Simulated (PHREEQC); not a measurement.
Dissolve 0.0015 mol Fe(NO3)3 per kg of water at 5.6 °C. It is in equilibrium with CO2 at log p = -3.4 (atm). Otherwise closed; pH follows from the charge balance.

Model: ion-association model, wateq4f.dat, run in PHREEQC.

```json
[
 {"quantity": "pH", "before": "3.00", "after": "2.89"},
 {"quantity": "ionic strength (mol/kgw)", "before": "0.00734", "after": "0.0115"},
 {"quantity": "HCO3- (mol/kgw)", "before": "8.51e-9", "after": "6.61e-9"}
]
```

**Question.** What was changed between the two runs?
A) Fe(NO3)3 replaced by Sr(NO3)2 at the same molality
B) temperature from 5.6 to 85 °C
C) Fe(NO3)3 from 0.0015 to 0.00225 mol/kgw
D) diluted 2-fold with water
E) diluted 10-fold with water

**Answer.** C, Fe(NO3)3 from 0.0015 to 0.00225 mol/kgw

No solid was allowed to form. Some of these states are supersaturated (in Hematite (slow to form), Goethite (slow to form), for instance). Constants without temperature data keep their 25 °C values here.
